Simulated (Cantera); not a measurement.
Charge: 1 mol Si₂Cl₆, 6.3 mol N₂, equilibrated at 900 °C and 0.100 bar.

These are equilibrium values from Cantera (NASA tables, ideal gas, pure condensed phases), not measurements of a reactor. Candidate condensed phases: Si, Si₃N₄; 13 gas species. The feed counts by its element totals alone. N₂ is the only nitrogen source here; it is nearly inert below about 1500 K, so the nitride shown seldom forms there in practice. The tables' values for SiCl₃ are old estimates; treat these amounts as uncertain. Equilibrium is a limit: real reactors are often held back by kinetics, nucleation or transport.

Base state: N₂ 0.799, SiCl₄ 0.200, SiCl₃ 0.00139, SiCl₂ 9.58e-5 (mole fractions); condensed: Si₃N₄(s).

What changes in the equilibrium state with this change: temperature from 900 °C to 1125 °C?


```json
[
 {"species": "N₂", "before": "0.799", "after": "0.793"},
 {"species": "SiCl₄", "before": "0.200", "after": "0.179"},
 {"species": "SiCl₃", "before": "0.00139", "after": "0.0194"},
 {"species": "SiCl₂", "before": "9.58e-5", "after": "0.00902"},
 {"species": "Cl", "before": "3.97e-7", "after": "1.66e-5"},
 {"species": "Si₃N₄(s), mol", "before": "0.166", "after": "0.143"}
]
```
